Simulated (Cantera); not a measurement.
Input (Python, Cantera):

```python
import numpy as np
import cantera as ct

gas = ct.Solution("gri30.yaml")
gas.TPX = 1425, 2666, {'H2': 0.3, 'O2': 1}
reactor = ct.IdealGasConstPressureReactor(gas, energy="off", clone=False)
net = ct.ReactorNet([reactor])
net.rtol, net.atol = 1e-08, 1e-18
show = ['H2', 'O2', 'H', 'HO2', 'H2O2', 'O']
times = np.geomspace(7e-06, 20, 13)

steps = ct.SolutionArray(gas, extra=["t"])
rows = []
print(f"{'t/s':>10s}{'T/K':>9s}{'P/Pa':>11s}" + "".join(f"{s:>11s}" for s in show))
for t in times:
    while net.time < t:
        t_next = net.step()
        steps.append(gas.state, t=t_next)
    rows.append([np.interp(t, steps.t, y) for y in (steps.T, steps.P, *steps(*show).X.T)])
    print(f"{t:10.3e}{rows[-1][0]:9.1f}{rows[-1][1]:11.4g}" + "".join(f"{x:11.3e}" for x in rows[-1][2:]))
rate = np.gradient(steps.T, steps.t)
print("integrator steps:", len(steps.t))
if steps.T.max() > steps.T[0] + 200:
    print(f"time of steepest temperature rise: {steps.t[rate.argmax()]:.4e} s")
gas.TPX = 1425, 2666, {'H2': 0.3, 'O2': 1}
gas.equilibrate("TP")
print(f"equilibrium (TP): T = {gas.T:.1f} K  " + "  ".join(f"{s} {gas[s].X[0]:.3e}" for s in show))
```

Result:

```
       t/s      T/K       P/Pa         H2         O2          H        HO2       H2O2          O
 7.000e-06   1425.0       2666  2.308e-01  7.692e-01  7.137e-08  8.159e-08  5.690e-11  1.855e-08
 2.416e-05   1425.0       2666  2.308e-01  7.692e-01  3.480e-07  2.814e-07  6.665e-10  1.872e-07
 8.338e-05   1425.0       2666  2.307e-01  7.692e-01  1.541e-05  9.880e-07  7.547e-09  9.871e-06
 2.878e-04   1425.0       2666  2.547e-02  6.391e-01  7.288e-02  1.076e-05  5.337e-07  8.124e-02
 9.933e-04   1425.0       2666  1.214e-02  6.381e-01  5.895e-02  1.124e-05  4.367e-07  8.737e-02
 3.428e-03   1425.0       2666  8.506e-03  6.750e-01  3.059e-02  1.197e-05  4.665e-07  5.580e-02
 1.183e-02   1425.0       2666  2.277e-03  7.224e-01  3.738e-03  9.051e-06  3.377e-07  1.370e-02
 4.084e-02   1425.0       2666  2.183e-04  7.368e-01  1.078e-04  2.225e-06  1.125e-07  1.290e-03
 1.409e-01   1425.0       2666  2.420e-05  7.386e-01  3.999e-06  3.849e-07  3.110e-08  1.434e-04
 4.865e-01   1425.0       2666  4.177e-06  7.389e-01  2.892e-07  1.622e-07  9.665e-09  2.488e-05
 1.679e+00   1425.0       2666  1.405e-06  7.390e-01  5.683e-08  1.788e-07  5.104e-09  8.390e-06
 5.795e+00   1425.0       2666  1.231e-06  7.390e-01  4.668e-08  1.852e-07  4.817e-09  7.354e-06
 2.000e+01   1425.0       2666  1.231e-06  7.390e-01  4.668e-08  1.852e-07  4.817e-09  7.353e-06
integrator steps: 1747
equilibrium (TP): T = 1425.0 K  H2 1.231e-06  O2 7.390e-01  H 4.668e-08  HO2 1.852e-07  H2O2 4.817e-09  O 7.353e-06
```

Computed with Cantera and GRI-Mech 3.0 (53 species, 325 reactions). Radical loss at walls, strong at low pressure, is not modelled. The temperature is held fixed by assumption; the heat of reaction is taken as removed at once.
